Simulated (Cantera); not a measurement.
Cantera run:

```python
import numpy as np
import cantera as ct

gas_names = """
    H HNO HNO2 HNO3 HO2 H2 H2O H2O2 N NH NH2 NH3 NH2OH NO NO2 NO3 N2 N2H2 N2H4 N2O O OH O2 O3 Si SiH
    SiH2 SiH3 SiH4 SiN SiO SiO2 Si2 Si2N Si3
""".split()
cond_names = """
    H2O(s) H2O(L) Si(cr) Si(L) SiO2(Lqz) SiO2(hqz) SiO2(L) Si2N2O(s) Si3N4(a)
""".split()


# ... load() reads the species with a 1 bar reference pressure and builds the phases ...
atoms = {
    'SiH4': {'Si': 1, 'H': 4},
    'N2O': {'N': 2, 'O': 1},
    'N2': {'N': 2},
    'O3': {'O': 3},
}
top_T = {'Si2N2O(s)': 2100, 'Si3N4(a)': 2400}  # K; cautious upper limits of use, not melting points


# ... equilibrate(T, P, feed) seeds the gas with the atoms and calls Mixture.equilibrate('TP', solver="vcs", rtol=1e-11, max_steps=5000) ...
results = []
T = 1598.15  # K
P = 2100  # Pa
for m in [0.16, 0.23, 0.33, 0.47, 0.66, 0.94, 1.3, 1.9]:
    feed = {'SiH4': 1, 'N2O': 2.2, 'N2': 120, 'O3': m}  # mol
    mix = equilibrate(T, P, feed)
    results.append((T, P, feed, dict(zip(mix.species_names, mix.species_moles))))

top = {s: max(r[3][s] / sum(r[3][g] for g in gas_names) for r in results) for s in gas_names}
cols = sorted((s for s in top if top[s] > 0.0001), key=lambda s: -top[s])[:6]
seen = [c for c in cond_names if any(r[3].get(c, 0) > 1e-12 for r in results)]
print("log10 of partial pressures in bar; condensed amounts in mol")
print(f"{'n(O3)':>10s}" + "".join(f"{s[:9]:>10s}" for s in cols + seen))
for T, P, feed, n in results:
    ng = sum(n[g] for g in gas_names)
    print(f"{feed['O3']:10.4g}" + "".join(f"{np.log10(max(n[s] / ng * P / 1e5, 1e-99)):10.3f}" for s in cols)
          + "".join(f"{n.get(c, 0):10.4g}" for c in seen))
```

Output:

```
log10 of partial pressures in bar; condensed amounts in mol
     n(O3)        N2       H2O        O2        H2        NO SiO2(hqz)
      0.16    -1.685    -3.939   -10.950    -3.652    -8.643    0.9997
      0.23    -1.685    -3.823   -10.566    -3.727    -8.451    0.9998
      0.33    -1.685    -3.696   -10.040    -3.864    -8.188    0.9999
      0.47    -1.685    -3.565    -9.142    -4.182    -7.739         1
      0.66    -1.685    -3.473    -4.854    -6.233    -5.596         1
      0.94    -1.687    -3.474    -4.084    -6.620    -5.211         1
       1.3    -1.689    -3.476    -3.767    -6.780    -5.054         1
       1.9    -1.692    -3.479    -3.498    -6.918    -4.921         1
```

These are equilibrium values from Cantera (NASA tables, ideal gas, pure condensed phases), not measurements of a reactor. The tables hold silica as quartz up to 1696 K and as liquid above; real silica turns to tridymite and cristobalite and melts near 1996 K.
